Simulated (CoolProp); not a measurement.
Vapour-liquid equilibrium of CH2F2 (R32) (1) + R1234yf (2) at 294.1 K; x and y are mole fractions of (1).

Values from CoolProp's multi-fluid Helmholtz-energy mixture model, Tillner-Roth 1997 and Lemmon 2022; pair parameters Bell 2023.

```json
[
 {"x": "0.05", "bubble pressure (MPa)": "0.6743", "y at the bubble point": "0.126", "dew pressure at overall composition x (MPa)": "0.6330", "liquid density (mol/L)": "9.919"},
 {"x": "0.2", "bubble pressure (MPa)": "…", "y at the bubble point": "0.394", "dew pressure at overall composition x (MPa)": "0.7188", "liquid density (mol/L)": "…"},
 {"x": "0.35", "bubble pressure (MPa)": "…", "y at the bubble point": "0.561", "dew pressure at overall composition x (MPa)": "…", "liquid density (mol/L)": "11.52"},
 {"x": "0.5", "bubble pressure (MPa)": "…", "y at the bubble point": "0.680", "dew pressure at overall composition x (MPa)": "…", "liquid density (mol/L)": "12.59"},
 {"x": "0.65", "bubble pressure (MPa)": "1.299", "y at the bubble point": "0.775", "dew pressure at overall composition x (MPa)": "1.139", "liquid density (mol/L)": "13.92"},
 {"x": "0.8", "bubble pressure (MPa)": "1.403", "y at the bubble point": "0.865", "dew pressure at overall composition x (MPa)": "1.329", "liquid density (mol/L)": "15.63"},
 {"x": "0.95", "bubble pressure (MPa)": "1.490", "y at the bubble point": "…", "dew pressure at overall composition x (MPa)": "1.480", "liquid density (mol/L)": "17.88"}
]
```

Problem. Fill in the missing entries.

Solution. 
- 0.2, bubble pressure (MPa): 0.8640
- 0.2, liquid density (mol/L): 10.65
- 0.35, bubble pressure (MPa): 1.033
- 0.35, dew pressure at overall composition x (MPa): 0.8271
- 0.5, bubble pressure (MPa): 1.177
- 0.5, dew pressure at overall composition x (MPa): 0.9656
- 0.95, y at the bubble point: 0.963

No azeotrope shows between x = 0.05 and 0.95.

Pair parameters are fitted to limited data, so mixtures are less certain than the pure fluids.
